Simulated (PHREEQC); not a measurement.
PHREEQC input (ion-association model, wateq4f.dat):

```
SOLUTION_MASTER_SPECIES
  An  An-  0  An  62.0  # stands for a non-complexing anion
SOLUTION_SPECIES
  An- = An-
    -log_k 0
    -gamma 3.0 0
PHASES
  Fix_H+
    H+ = H+
    -log_k 0
SOLUTION 1
  temp 25
  units mmol/kgw
  pH 7 charge
  Cl 0.01604
  Mg 0.0076
  Cu(2) 0.00042
  F 0.067
  Na 300.067
  An 300
END
SELECTED_OUTPUT 1
  -reset false
  -pH true
  -pe true
  -ionic_strength true
  -water true
  -totals Cl Cu F Mg Na Cu(1) Cu(2)
  -molalities Hfo_wOH Hfo_wOH2+ Hfo_wO- Hfo_sOH Hfo_sOH2+ Hfo_sO- Hfo_wOMg+ Hfo_sOCu+ Hfo_wOCu+ Hfo_wF
    Hfo_wOHF-
  -saturation_indices Brucite Cu(OH)2 Atacamite Halite CuF2:2H2O
USER_PUNCH 1
  -headings sigma psi
  10 PUNCH EDL("sigma", "Hfo"), EDL("psi", "Hfo")
PRINT
  -reset false
USE solution 1
SURFACE 1
  Hfo_wOH 0.00014382 600 0.064
  Hfo_sOH 3.59551e-06
EQUILIBRIUM_PHASES 1
  Fix_H+ -3 HAn 10
    -force_equality true
  O2(g) -0.68 10
END
# ... the last block is repeated for the other 16 points of pH, with NaOH or the acid as the point needs
```

Selected output (columns that matter, 10 of 17 rows; pH added in front):

```
pH	mu	Cu	F	Mg	Na	m_Hfo_wOH	m_Hfo_wOH2+	si_Brucite	si_Cu(OH)2	si_Atacamite	si_Halite	si_CuF2:2H2O	sigma	psi
3	0.30144	4.1998e-07	5.8802e-05	7.6e-06	0.30007	8.1878e-07	0.0001348	-16.47	-9.5637	-17.145	-7.2068	-11.79	0.34753	0.12266
3.75	0.30038	4.1937e-07	5.5679e-05	7.6e-06	0.30007	3.9878e-06	0.00012851	-14.97	-8.0639	-14.895	-7.2065	-11.417	0.33039	0.12019
4.5	0.30019	4.0263e-07	5.6127e-05	7.6e-06	0.30007	1.6376e-05	0.00011652	-13.47	-6.5816	-12.681	-7.2065	-11.326	0.29574	0.11463
4.88	0.30016	3.442e-07	5.7413e-05	7.6e-06	0.30007	2.8611e-05	0.00010543	-12.71	-5.8898	-11.677	-7.2065	-11.361	0.26456	0.10906
5.62	0.30013	7.6404e-08	6.0975e-05	7.6e-06	0.30007	5.9661e-05	7.7015e-05	-11.23	-5.0645	-10.766	-7.2065	-11.955	0.1881	0.092231
6.38	0.30011	4.6688e-09	6.4224e-05	7.5991e-06	0.30007	8.796e-05	4.9421e-05	-9.7103	-4.775	-10.947	-7.2065	-13.139	0.11378	0.068643
7.12	0.3001	4.908e-10	6.5984e-05	7.5836e-06	0.30007	0.0001039	3.0781e-05	-8.2312	-4.5604	-11.258	-7.2065	-14.38	0.057419	0.04131
7.5	0.30009	3.5962e-10	6.6438e-05	7.5262e-06	0.30007	0.00010789	2.4202e-05	-7.4746	-4.4549	-11.427	-7.2065	-15.029	0.033893	0.025976
8.25	0.30009	4.9613e-10	6.6839e-05	6.399e-06	0.30008	0.00010911	1.4647e-05	-6.0451	-4.2387	-11.745	-7.2064	-16.307	-0.0065133	-0.0051985
9	0.3001	9.5823e-10	6.6954e-05	1.9176e-06	0.30011	9.9635e-05	7.322e-06	-5.069	-3.949	-11.915	-7.2064	-17.516	-0.045833	-0.034087
```

Complexes and solids missing from the database can't appear. The database's constant for dissolved Cu(OH)2 is higher than later reviews accept. The oxide is taken as insoluble; below pH 4 it would dissolve.
